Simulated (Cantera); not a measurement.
A Cantera script and what it prints.

```python
import numpy as np
import cantera as ct

gas_names = [...]  # 116 gases of nasa_gas.yaml made of C, H, K, O
cond_names = """
    C(gr) C6H6(L) C7H8(L) C8H18(L),n-octa H2O(s) H2O(L) K(cr) K(L) KOH(a) KOH(b) KOH(L) KO2(s) K2CO3(s)
    K2CO3(L) K2O(s) K2O2(s)
""".split()


# ... load() reads the species with a 1 bar reference pressure and builds the phases ...
atoms = {
    'KOH': {'K': 1, 'O': 1, 'H': 1},
    'H2': {'H': 2},
    'CO2': {'C': 1, 'O': 2},
}
top_T = {'C(gr)': 4500, 'KO2(s)': 780, 'K2O(s)': 1000, 'K2O2(s)': 760}  # K; cautious upper limits of use, not melting points


# ... equilibrate(T, P, feed) seeds the gas with the atoms and calls Mixture.equilibrate('TP', solver="vcs", rtol=1e-11, max_steps=5000) ...
results = []
T = 1850  # K
P = 101325  # Pa
for m in [0.024, 0.069, 0.11, 0.16, 0.21, 0.25, 0.3, 0.34]:
    feed = {'KOH': 1, 'H2': 7.1, 'CO2': m}  # mol
    mix = equilibrate(T, P, feed)
    results.append((T, P, feed, dict(zip(mix.species_names, mix.species_moles))))

top = {s: max(r[3][s] / sum(r[3][g] for g in gas_names) for r in results) for s in gas_names}
cols = sorted((s for s in top if top[s] > 1e-05), key=lambda s: -top[s])[:9]
seen = [c for c in cond_names if any(r[3].get(c, 0) > 1e-12 for r in results)]
print("log10 of partial pressures in bar; condensed amounts in mol")
print(f"{'n(CO2)':>10s}" + "".join(f"{s[:9]:>10s}" for s in cols + seen))
for T, P, feed, n in results:
    ng = sum(n[g] for g in gas_names)
    print(f"{feed['CO2']:10.4g}" + "".join(f"{np.log10(max(n[s] / ng * P / 1e5, 1e-99)):10.3f}" for s in cols)
          + "".join(f"{n.get(c, 0):10.4g}" for c in seen))
```

Result:

```
log10 of partial pressures in bar; condensed amounts in mol
    n(CO2)        H2       H2O         K        CO       KOH       CO2         H        KH        K2
     0.024    -0.102    -0.994    -1.007    -2.559    -1.700    -4.054    -3.320    -3.514    -4.398
     0.069    -0.107    -0.977    -1.013    -2.103    -1.686    -3.577    -3.322    -3.521    -4.409
      0.11    -0.112    -0.963    -1.018    -1.903    -1.675    -3.359    -3.324    -3.528    -4.418
      0.16    -0.117    -0.946    -1.024    -1.744    -1.661    -3.177    -3.327    -3.537    -4.430
      0.21    -0.122    -0.931    -1.029    -1.629    -1.649    -3.041    -3.330    -3.545    -4.442
      0.25    -0.126    -0.919    -1.034    -1.556    -1.639    -2.951    -3.332    -3.552    -4.451
       0.3    -0.132    -0.904    -1.040    -1.479    -1.628    -2.856    -3.335    -3.561    -4.463
      0.34    -0.136    -0.893    -1.044    -1.428    -1.619    -2.788    -3.337    -3.567    -4.472
```

Cantera equilibrium calculation (NASA polynomials, part measured and part estimated; ideal gas, pure solids and liquids).
